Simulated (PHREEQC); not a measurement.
Solution (15 °C): 18 mmol/kgw HCl, 0.21 mmol/kgw ZnSO4 and 2.7 mmol/kgw MnSO4. Closed to the air; pH follows from the charge balance.

Model: ion-association model, wateq4f.dat, run in PHREEQC.

| Property | Result |
|---|---|
| pH | 1.83 |
| ionic strength | 0.0263 mol/kgw |
| total alkalinity | -18.0 meq/kg |

```tsv
species	molality	activity	log γ
Cl-	0.0179	0.0153	-0.068
H+	0.0168	0.0148	-0.055
Mn+2	0.00243	0.00137	-0.247
SO4-2	0.00155	0.000857	-0.258
HSO4-	0.00117	0.00100	-0.066
Zn+2	0.000187	0.000106	-0.247
MnSO4	0.000171	0.000172	0.003
MnCl+	9.94e-5	8.57e-5	-0.064
ZnSO4	1.95e-5	1.96e-5	0.003
ZnCl+	3.22e-6	2.76e-6	-0.067
MnCl2	5.69e-7	5.72e-7	0.003
```

This is a speciation only: nothing precipitates in the calculation.
